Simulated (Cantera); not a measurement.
Cantera run:

```python
import numpy as np
import cantera as ct

gas_names = """
    O2 CO2 CrO3 B2O3 PbO AL2O TaO2
""".split()
cond_names = """
    C(gr) Cr(cr) Cr(L) B(b) B(L) Pb(cr) Pb(L) Ti(a) Ti(b) Ti(L) Ti3O5(a) Ti3O5(b) Ti3O5(L) AL(cr) AL(L)
    Ta(cr) Ta(L)
""".split()


def load(file, names, dense=False):
    # The tables refer to 1 bar. Condensed volumes are neglected.
    table = {s.name: s for s in ct.Species.list_from_file(file)}
    out = []
    for n in names:
        d = dict(table[n].input_data)
        d["thermo"] = dict(d["thermo"], **{"reference-pressure": 1e5})
        if dense:
            d["equation-of-state"] = {"model": "constant-volume", "density": "1e6 g/cm^3"}
        out.append(ct.Species.from_dict(d))
    return out


species = {s.name: s for s in load("nasa_gas.yaml", gas_names) + load("nasa_condensed.yaml", cond_names)}
# Each term lists the table entries of one substance; the one whose range holds T is used.
reactions = {
    'C + O2(g) = CO2(g)':
        [(-1, ['C(gr)']), (-1, ['O2']), (1, ['CO2'])],
    '0.6667 Cr + O2(g) = 0.6667 CrO3(g)':
        [(-0.6666666666666666, ['Cr(cr)', 'Cr(L)']), (-1, ['O2']), (0.6666666666666666, ['CrO3'])],
    '1.333 B + O2(g) = 0.6667 B2O3(g)':
        [(-1.3333333333333333, ['B(b)', 'B(L)']), (-1, ['O2']), (0.6666666666666666, ['B2O3'])],
    '2 Pb + O2(g) = 2 PbO(g)':
        [(-2, ['Pb(cr)', 'Pb(L)']), (-1, ['O2']), (2, ['PbO'])],
    '1.2 Ti + O2(g) = 0.4 Ti3O5':
        [(-1.2, ['Ti(a)', 'Ti(b)', 'Ti(L)']), (-1, ['O2']), (0.4, ['Ti3O5(a)', 'Ti3O5(b)', 'Ti3O5(L)'])],
    '4 Al + O2(g) = 2 Al2O(g)':
        [(-4, ['AL(cr)', 'AL(L)']), (-1, ['O2']), (2, ['AL2O'])],
    'Ta + O2(g) = TaO2(g)':
        [(-1, ['Ta(cr)', 'Ta(L)']), (-1, ['O2']), (1, ['TaO2'])],
}


def pick(names, T):
    return next(species[n] for n in names if species[n].thermo.min_temp <= T <= species[n].thermo.max_temp)


results = []
for label, terms in reactions.items():
    print(label)
    print("     T/K   dH/kJ  dS/(J/K)   dG/kJ   log10 K")
    for T in [1700, 1750, 1800, 1850, 1900, 1950, 2000, 2050]:
        used = [(nu, pick(names, T)) for nu, names in terms]
        dH = sum(nu * s.thermo.h(T) for nu, s in used) / 1e6
        dS = sum(nu * s.thermo.s(T) for nu, s in used) / 1e3
        dG = dH - T * dS / 1e3
        logK = -dG * 1e6 / (ct.gas_constant * T * np.log(10))
        results.append((label, T, dH, dS, dG, logK, [s.name for _, s in used]))
        print(f"{T:8g} {dH:8.1f} {dS:8.1f} {dG:8.1f} {logK:8.2f}")
```

Result:

```
C + O2(g) = CO2(g)
     T/K   dH/kJ  dS/(J/K)   dG/kJ   log10 K
    1700   -396.1      0.1   -396.3    12.18
    1750   -396.2      0.0   -396.3    11.83
    1800   -396.3     -0.0   -396.3    11.50
    1850   -396.5     -0.1   -396.3    11.19
    1900   -396.6     -0.1   -396.3    10.89
    1950   -396.7     -0.2   -396.3    10.62
    2000   -396.8     -0.3   -396.3    10.35
    2050   -397.0     -0.3   -396.3    10.10
0.6667 Cr + O2(g) = 0.6667 CrO3(g)
     T/K   dH/kJ  dS/(J/K)   dG/kJ   log10 K
    1700   -203.0    -51.6   -115.2     3.54
    1750   -203.7    -52.0   -112.6     3.36
    1800   -204.4    -52.4   -110.0     3.19
    1850   -205.1    -52.8   -107.4     3.03
    1900   -205.9    -53.3   -104.7     2.88
    1950   -206.7    -53.7   -102.0     2.73
    2000   -207.6    -54.1    -99.3     2.59
    2050   -208.5    -54.6    -96.6     2.46
1.333 B + O2(g) = 0.6667 B2O3(g)
     T/K   dH/kJ  dS/(J/K)   dG/kJ   log10 K
    1700   -563.0    -29.5   -512.9    15.76
    1750   -563.4    -29.7   -511.4    15.27
    1800   -563.7    -29.9   -509.9    14.80
    1850   -564.0    -30.0   -508.5    14.36
    1900   -564.4    -30.2   -506.9    13.94
    1950   -564.7    -30.4   -505.4    13.54
    2000   -565.1    -30.6   -503.9    13.16
    2050   -565.5    -30.8   -502.4    12.80
2 Pb + O2(g) = 2 PbO(g)
     T/K   dH/kJ  dS/(J/K)   dG/kJ   log10 K
    1700    104.2     96.3    -59.4     1.83
    1750    103.3     95.8    -64.2     1.92
    1800    102.4     95.2    -69.0     2.00
    1850    101.4     94.7    -73.8     2.08
    1900    100.5     94.2    -78.5     2.16
    1950     99.5     93.7    -83.2     2.23
    2000     98.6     93.2    -87.9     2.29
    2050     97.6     92.7    -92.5     2.36
1.2 Ti + O2(g) = 0.4 Ti3O5
     T/K   dH/kJ  dS/(J/K)   dG/kJ   log10 K
    1700   -965.9   -163.7   -687.6    21.13
    1750   -965.0   -163.2   -679.5    20.28
    1800   -964.2   -162.7   -671.3    19.48
    1850   -963.3   -162.2   -663.2    18.73
    1900   -962.5   -161.8   -655.1    18.01
    1950   -979.2   -170.4   -647.0    17.33
    2000   -978.8   -170.2   -638.5    16.67
    2050   -978.3   -169.9   -630.0    16.05
4 Al + O2(g) = 2 Al2O(g)
     T/K   dH/kJ  dS/(J/K)   dG/kJ   log10 K
    1700   -383.7     83.6   -525.8    16.16
    1750   -385.8     82.4   -530.0    15.82
    1800   -387.8     81.3   -534.1    15.50
    1850   -389.8     80.1   -538.1    15.19
    1900   -391.9     79.1   -542.1    14.90
    1950   -393.9     78.0   -546.0    14.63
    2000   -395.9     77.0   -549.9    14.36
    2050   -398.0     75.9   -553.7    14.11
Ta + O2(g) = TaO2(g)
     T/K   dH/kJ  dS/(J/K)   dG/kJ   log10 K
    1700   -211.7     20.2   -246.0     7.56
    1750   -212.2     19.9   -247.0     7.37
    1800   -212.7     19.6   -248.0     7.20
    1850   -213.2     19.3   -249.0     7.03
    1900   -213.8     19.0   -249.9     6.87
    1950   -214.3     18.8   -250.9     6.72
    2000   -214.9     18.5   -251.8     6.58
    2050   -215.4     18.2   -252.7     6.44
```

Cantera with NASA thermochemical tables; ideal gases at 1 bar, condensed phases pure. Condensed species are held in their standard states even where they would react or evaporate.
